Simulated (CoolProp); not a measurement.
Vapour-liquid equilibrium of R114 (1) + R113 (2) at 11.3 bar; x and y are mole fractions of (1).

Model: multi-fluid Helmholtz-energy mixture model, Platzer 1990 and Marx 1992; pair parameters Bell 2016, in CoolProp. This equation is an older, rougher fit; its heat capacities, sound speeds and derivatives of the liquid may be far off and weren't checked against measurements.

Task: Give the bubble temperature and the first vapour's composition at x = 0.2, 0.5, 0.95. Is there an azeotrope?

Result: x = 0.2: 403.8 K, y = 0.354; x = 0.5: 384.9 K, y = 0.700; x = 0.95: 364.0 K, y = 0.978. No azeotrope shows between x = 0.05 and 0.95.

The pair parameters rest on a limited set of measurements; away from them the model extrapolates.
